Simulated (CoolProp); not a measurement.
Vapour-liquid equilibrium of m-xylene (1) + o-xylene (2) at 5.9 bar; x and y are mole fractions of (1).

Values from CoolProp's multi-fluid Helmholtz-energy mixture model, Zhou 2012 and Zhou 2012; pair parameters Bell 2016.

| x | bubble temperature (K) | y at the bubble point | dew temperature at overall composition x (K) | liquid density (mol/L) |
|---|---|---|---|---|
| 0.05 | 498.9 | 0.054 | 498.9 | 6.410 |
| 0.125 | 498.4 | 0.135 | 498.5 | 6.399 |
| 0.2 | 497.9 | 0.216 | 498.0 | 6.389 |
| 0.275 | 497.4 | 0.295 | 497.5 | 6.378 |
| 0.35 | 496.9 | 0.373 | 497.0 | 6.367 |
| 0.425 | 496.4 | 0.450 | 496.5 | ? |
| 0.5 | 495.8 | 0.525 | 496.0 | 6.346 |
| 0.575 | 495.3 | 0.599 | 495.5 | 6.335 |
| 0.65 | 494.8 | 0.672 | 495.0 | 6.324 |
| 0.725 | 494.3 | 0.744 | 494.5 | ? |
| 0.8 | 493.9 | 0.815 | 494.0 | ? |
| 0.875 | 493.4 | 0.885 | 493.5 | 6.293 |
| 0.95 | 492.9 | 0.954 | 493.0 | 6.282 |

Q: Complete the blanks.

A: 
- 0.425, liquid density (mol/L): 6.356
- 0.725, liquid density (mol/L): 6.314
- 0.8, liquid density (mol/L): 6.303

No azeotrope shows between x = 0.05 and 0.95.

The pair parameters rest on a limited set of measurements; away from them the model extrapolates.
